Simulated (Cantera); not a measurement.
Hydrogen reduction and annealing atmospheres: Cu2O + H2

Charge: 1 mol Cu2O, a varied amount of H2, equilibrated at 1250 K and 10000 Pa.

Equilibrium computed with Cantera from the NASA thermochemical tables; the gas is ideal and each condensed phase is pure. Candidate condensed phases: Cu, CuO, Cu(OH)2, Cu2O, H2O; 12 gas species. Mutual solubility and eutectic melting of coexisting phases are not modelled. The numbers say what is thermodynamically allowed, not how fast it happens.

```
n(H2) (mol)     x H2O     x H2     x O2      x OH      x H     x Cu  n Cu(s)  n Cu2O(s)
-----------  --------  -------  -------  --------  -------  -------  -------  ---------
0.58            1.000  6.08e-5  3.22e-6   2.02e-6  1.19e-8  4.64e-7     1.16      0.420
1.3             0.769    0.231   <1e-12   2.52e-8  7.34e-7  4.64e-7     2.00          0
3.2             0.312    0.687   <1e-12   5.94e-9  1.27e-6  4.64e-7     2.00          0
7.4             0.135    0.865   <1e-12   2.29e-9  1.42e-6  4.64e-7     2.00          0
17             0.0588    0.941   <1e-12  9.56e-10  1.48e-6  4.64e-7     2.00          0
40             0.0250    0.975   <1e-12  3.99e-10  1.51e-6  4.64e-7     2.00          0
95             0.0105    0.989   <1e-12  1.67e-10  1.52e-6  4.64e-7     2.00          0
220           0.00455    0.995   <1e-12  7.18e-11  1.53e-6  4.64e-7     2.00          0
520           0.00192    0.998   <1e-12  3.04e-11  1.53e-6  4.64e-7     2.00          0
1200         0.000833    0.999   <1e-12  1.31e-11  1.53e-6  4.64e-7     2.00          0
2800         0.000357    1.000   <1e-12  5.63e-12  1.53e-6  4.64e-7     2.00          0
```
x: gas mole fraction; n: condensed amount in mol.

At 0.58 mol H2 the condensed part is Cu(s) + Cu2O(s). From 1.3 mol H2 to 2800 mol H2 the condensed part is Cu(s). The main Cu-bearing gas is Cu throughout.
